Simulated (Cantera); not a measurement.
**Calcination and drying: Ca(OH)₂ + H₂O**

Charge: 1 mol Ca(OH)₂, 9.7 mol H₂O, equilibrated at 1650 °C.

These are equilibrium values from Cantera (NASA tables, ideal gas, pure condensed phases), not measurements of a reactor. Candidate condensed phases: Ca, CaO, Ca(OH)₂, H₂O; 14 gas species. Kinetics and transport are ignored.

| P (Pa) | x H₂O | x H₂ | x O₂ | x H | x OH | n CaO(s) |
|---|---|---|---|---|---|---|
| 10 | 0.837 | 0.0726 | 0.0331 | 0.0254 | 0.0252 | 0.999 |
| 100 | 0.928 | 0.0367 | 0.0159 | 0.00571 | 0.0124 | 0.999 |
| 1000 | 0.967 | 0.0176 | 0.00749 | 0.00125 | 0.00592 | 0.999 |
| 10000 | 0.985 | 0.00831 | 0.00350 | 0.000272 | 0.00277 | 0.999 |
| 100000 | 0.993 | 0.00388 | 0.00163 | 5.88e-5 | 0.00129 | 0.999 |
| 1000000 | 0.997 | 0.00181 | 0.000755 | 1.27e-5 | 0.000602 | 0.999 |
x: gas mole fraction; n: condensed amount in mol.

From 10.0 Pa to 10.0 bar the condensed part is CaO(s). The main Ca-bearing gas is Ca(OH)₂ throughout.
